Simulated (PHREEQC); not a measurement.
Polishing slurry liquid: speciation

A solution holds 0.0034 mol K2CO3, 0.23 mol KNO3 and 0.0125 mol KH2PO4 per kg of water, at 25 °C. Closed to the air; pH follows from the charge balance.

Computed with PHREEQC (ion-association model, phreeqc.dat).

The pH is 6.49 and the ionic strength is 0.253 mol/kgw. The activity of water is 0.992, the specific conductance is 27300 µS/cm and the density comes out as 1.013 g/cm³. The total alkalinity comes out as 6.80 meq/kg.

| species | molality | activity | log γ |
|---|---|---|---|
| K+ | 0.249 | 0.173 | -0.159 |
| NO3- | 0.230 | 0.155 | -0.171 |
| H2PO4- | 0.00795 | 0.00582 | -0.136 |
| HPO4-2 | 0.00404 | 0.00111 | -0.562 |
| HCO3- | 0.00225 | 0.00165 | -0.136 |
| CO2 | 0.00115 | 0.00122 | 0.025 |

No solid was allowed to form. Complexes and solids missing from the database can't appear.
